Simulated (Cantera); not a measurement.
Ignition delay

Mixture: 28.0 % CO, 1.93 % H2, 3.08 % CH4, 14.1 % O2, 52.9 % N2, equivalence ratio 1.5, at 9.87 atm, adiabatic and at constant volume. Ignition delay is the time to a rise of 400 K.

Detailed kinetics in Cantera: GRI-Mech 3.0 (53 species, 325 reactions).

| T0 (K) | delay (ms) |
|---|---|
| 1225 | 0.145 |
| 1300 | 0.0793 |
| 1375 | 0.0469 |
| 1450 | 0.0290 |
| 1525 | 0.0187 |
| 1600 | 0.0126 |
| 1675 | 0.00872 |

```yaml
apparent activation energy between 1525 and 1675 K: 110 kJ/mol
```
